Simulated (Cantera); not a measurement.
What does this Cantera script print?

```python
import numpy as np
import cantera as ct

gas_names = """
    H H2 N NH NH2 NH3 N2 N2H2 N2H4 Si SiH SiH2 SiH3 SiH4 SiN Si2 Si2N Si3
""".split()
cond_names = """
    Si(cr) Si(L) Si3N4(a)
""".split()


def load(file, names, dense=False):
    # The tables refer to 1 bar. Condensed volumes are neglected.
    table = {s.name: s for s in ct.Species.list_from_file(file)}
    out = []
    for n in names:
        d = dict(table[n].input_data)
        d["thermo"] = dict(d["thermo"], **{"reference-pressure": 1e5})
        if dense:
            d["equation-of-state"] = {"model": "constant-volume", "density": "1e6 g/cm^3"}
        out.append(ct.Species.from_dict(d))
    return out


gas = ct.Solution(thermo="ideal-gas", species=load("nasa_gas.yaml", gas_names))
cond = {s.name: ct.Solution(thermo="fixed-stoichiometry", species=[s], name=s.name)
        for s in load("nasa_condensed.yaml", cond_names, dense=True)}
atoms = {
    'SiH4': {'Si': 1, 'H': 4},
    'N2': {'N': 2},
}
top_T = {'Si3N4(a)': 2400}  # K; cautious upper limits of use, not melting points


def equilibrate(T, P, feed):
    n = {}
    for name, mol in feed.items():
        for a, k in atoms[name].items():
            n[a] = n.get(a, 0.0) + k * mol
    gas.TPX = T, P, n
    mass = sum(n.values()) * gas.mean_molecular_weight
    gas.equilibrate("TP")
    valid = [c for c in cond.values() if c.min_temp <= T <= top_T.get(c.name, c.max_temp)]
    mix = ct.Mixture([(gas, mass / gas.mean_molecular_weight)] + [(c, 0.0) for c in valid])
    mix.T, mix.P = T, P
    mix.equilibrate("TP", solver="vcs", rtol=1e-11, max_steps=5000)
    return mix


results = []
feed = {'SiH4': 1, 'N2': 13}  # mol
T = 2075  # K
P = 13332.2  # Pa
mix = equilibrate(T, P, feed)
results.append((T, P, feed, dict(zip(mix.species_names, mix.species_moles))))
print(gas.report(threshold=0.001))
for i in range(1, mix.n_phases):
    print(f"{mix.phase(i).name:16s} {mix.phase_moles(i):12.5e} mol")
```

Result:

```
       temperature   2075 K
          pressure   13332 Pa
           density   0.018951 kg/m^3
  mean mol. weight   24.524 kg/kmol
   phase of matter   gas

                          1 kg             1 kmol
                     ---------------   ---------------
          enthalpy        2.4183e+06        5.9305e+07  J
   internal energy        1.7148e+06        4.2053e+07  J
           entropy             10803        2.6492e+05  J/K
    Gibbs function       -1.9997e+07       -4.9041e+08  J
 heat capacity c_p            1462.7             35870  J/K
 heat capacity c_v            1123.6             27555  J/K

                      mass frac. Y      mole frac. X     chem. pot. / RT
                     ---------------   ---------------   ---------------
                 H         0.0001088          0.002647            -11.82
                H2          0.010824           0.13167           -23.641
                N2           0.98777            0.8647           -29.226
     [  +15 minor]         0.0012953        0.00098133

Si(L)             9.84001e-01 mol
Si3N4(a)          0.00000e+00 mol
```

Cantera equilibrium calculation (NASA polynomials, part measured and part estimated; ideal gas, pure solids and liquids). The tables' values for SiN are old estimates; treat these amounts as uncertain. Gases not in the tables: Si2H6 and higher silanes.
